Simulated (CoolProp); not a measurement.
Saturation properties of CHF3 (R23).

The numbers come from the reference Helmholtz-energy equation of state, Penoncello 2003 in CoolProp.

```
T (°C)  p (kPa)  vapour density (kg/m³)  liquid cp (kJ/(kg K))  surface tension (mN/m)
------  -------  ----------------------  ---------------------  ----------------------
-97.25    38.42                   1.883                  1.216                    19.8
-91.25    57.57                   2.747                  1.223                    18.6
-85.15    84.25                   3.922                  1.232                    17.4
-79.05    119.9                   5.462                  1.243                    16.3
-73.05    165.7                   7.406                  1.255                    15.2
-66.95    225.2                   9.901                  1.270                    14.0
-60.95    298.7                   12.96                  1.287                    12.9
-54.85    391.1                   16.79                  1.307                    11.8
```

It boils at -82.0 °C under 1 atm.

Surface tension comes from a separate correlation (Mulero 2012).
